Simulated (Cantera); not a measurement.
Feed: 1 mol MgO, 9.6 mol HF, 0.51 mol H2, at 10.0 mbar.

Cantera equilibrium calculation (NASA polynomials, part measured and part estimated; ideal gas, pure solids and liquids). Candidate condensed phases: H2O, Mg, MgF2, MgO, Mg(OH)2; 31 gas species. Mutual solubility and eutectic melting of coexisting phases are not modelled. Rates play no part.

Problem. Which condensed phases are stable at each of these points (T (K)): 775, 875, 975, 1075, 1175, 1275, 1375, 1475, 1575?

Solution. 
```
T (K)  condensed phases  Mg condensed (%)
-----  ----------------  ----------------
775             MgF2(s)             100.0
875             MgF2(s)             100.0
975             MgF2(s)             100.0
1075            MgF2(s)             100.0
1175            MgF2(s)             100.0
1275            MgF2(s)             100.0
1375            MgF2(s)              99.7
1475            MgF2(s)              96.9
1575   MgF2(l) + MgO(s)              80.2
```

From 775 K to 1475 K the condensed part is MgF2(s). At 1575 K the condensed part is MgF2(l) + MgO(s).
